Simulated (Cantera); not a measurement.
A freely propagating, adiabatic, planar premixed flame of H2 : O2 : N2 : H2O = 1 : 0.208 : 0.783 : 0.049 (molar parts), unburnt at 523 K and 1000000 Pa; unity-Lewis-number transport, grid criteria slope 0.08 and curve 0.16, no radiation.

Cantera simulation using the H2/O2 subset of GRI-Mech 3.0, which has no nitrogen chemistry; the numbers are that mechanism's predictions, not measurements. The hydrogen kinetics of GRI-Mech 3.0 are dated; newer H2 mechanisms differ, most at raised pressure. Unity Lewis numbers drop preferential diffusion, which matters most where H2 and H carry the flame. Burning velocities carry a grid error of a few per cent, more on coarse grids.

Q: Predict: laminar burning velocity; thermal thickness; peak x(H2O2); peak x(O); peak x(HO2).

A: 
```
Quantity                     Result
------------------------  ---------
laminar burning velocity   324 cm/s
thermal thickness         0.0280 mm
peak x(H2O2)                8.29e-5
peak x(O)                  0.000550
peak x(HO2)                0.000847
```
